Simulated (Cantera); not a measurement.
## Si3N4 + Cl2 + H2 (nitride etching)

Input: 1 mol Si3N4, 1.2 mol Cl2, 15 mol H2, at 1973 K.

Cantera equilibrium calculation (NASA polynomials, part measured and part estimated; ideal gas, pure solids and liquids). Candidate condensed phases: NH4Cl, Si, Si3N4; 28 gas species. The tables' values for SiCl, SiCl3, SiN are old estimates; treat these amounts as uncertain. Gases not in the tables: Si2H6 and higher silanes. The numbers say what is thermodynamically allowed, not how fast it happens.

From 0.00750 Torr to 0.135 Torr nothing is condensed. From 0.563 Torr to 750 Torr the condensed part is Si(l). The main Si-bearing gas is Si at 0.00750 Torr and SiCl2 at 750 Torr.

```tsv
P (Pa)	x H2	x H	x Si	x N2	x HCl	x Cl	x SiCl2	n Si(l)
1	0.428	0.279	0.117	0.0799	0.0625	0.0305	0.000840	0
4.20	0.537	0.153	0.122	0.0869	0.0765	0.0162	0.00439	0
18	0.614	0.0788	0.116	0.0918	0.0714	0.00685	0.0136	0
75	0.710	0.0415	0.0421	0.102	0.0759	0.00332	0.0201	1.67
320	0.754	0.0207	0.00986	0.107	0.0817	0.00168	0.0219	2.36
1300	0.770	0.0104	0.00243	0.109	0.0838	0.000844	0.0225	2.52
5600	0.776	0.00502	0.000563	0.109	0.0846	0.000409	0.0228	2.56
24000	0.779	0.00243	0.000131	0.110	0.0848	0.000198	0.0228	2.57
100000	0.781	0.00119	3.16e-5	0.110	0.0845	9.64e-5	0.0226	2.57
```
x: gas mole fraction; n: condensed amount in mol.
